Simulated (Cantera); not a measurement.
Thermodynamics of abatement and gas-phase synthesis, feed SO2 + N2

Input: 1 mol SO2, 0.64 mol N2, held at 1600 °C and 1.00 bar.

These are equilibrium values from Cantera (NASA tables, ideal gas, pure condensed phases), not measurements of a reactor. Candidate condensed phases: S; 17 gas species. Kinetics and transport are ignored.

```yaml
x(SO2): 0.608
x(N2): 0.390
x(SO): 0.00122
x(O2): 0.000469
x(NO): 0.000175
x(SO3): 0.000108
x(O): 5.12e-6
gas_amount: 1.641 mol
log10 activity of S(l) (absent): -4.67
```
